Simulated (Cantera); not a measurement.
Equilibrium for silicon carbide growth: (CH3)2SiCl2 + C2H4 + H2

Input: 1 mol (CH3)2SiCl2, 1.3 mol C2H4, 5.3 mol H2, equilibrated at 1502 °C and 460 Pa.

Cantera equilibrium calculation (NASA polynomials, part measured and part estimated; ideal gas, pure solids and liquids). Candidate condensed phases: C, C6H6, C7H8, C8H18, Si, SiC; 109 gas species. The feed counts by its element totals alone. The tables' values for SiCl3, SiCl are old estimates; treat these amounts as uncertain. Equilibrium is a limit: real reactors are often held back by kinetics, nucleation or transport.

```json
{
  "x(H2)": "0.831",
  "x(HCl)": "0.163",
  "x(H)": "0.00389",
  "x(SiCl2)": "0.00219",
  "x(Cl)": "0.000585",
  "x(C2H2 (acetylene))": "0.000118",
  "x(SiCl3)": "1.50e-5",
  "x(SiCl)": "1.25e-5",
  "x(Si)": "1.02e-5",
  "n(C(graphite))": "3.62 mol",
  "n(SiC(s))": "0.973 mol",
  "gas_amount": "11.93 mol",
  "log10 activity of Si(l) (absent)": "-1.67"
}
```
